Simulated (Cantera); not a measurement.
A freely propagating, adiabatic, planar premixed flame of H2 : O2 : N2 : H2O = 1 : 0.227 : 0.855 : 0.21 (molar parts), equivalence ratio 2.2, unburnt at 623 K and 100000 Pa; mixture-averaged transport, grid criteria slope 0.08 and curve 0.16, no radiation.

Cantera simulation using the H2/O2 subset of GRI-Mech 3.0, which has no nitrogen chemistry; the numbers are that mechanism's predictions, not measurements. Burning velocities carry a grid error of a few per cent, more on coarse grids.

```tsv
quantity	before	after
laminar burning velocity	817 cm/s	950 cm/s
thermal thickness	0.429 mm	0.450 mm
peak x(OH)	0.00386	0.00428
peak x(H)	0.0691	0.0733
peak x(O)	0.00259	0.00282
```

**Question.** Name the change that produced these shifts.
A) H2 1 to 1.3 parts
B) O2 0.227 to 0.29 parts
C) inlet temperature 623 to 673 K
D) H2 1 to 0.77 parts

**Answer.** C, inlet temperature 623 to 673 K
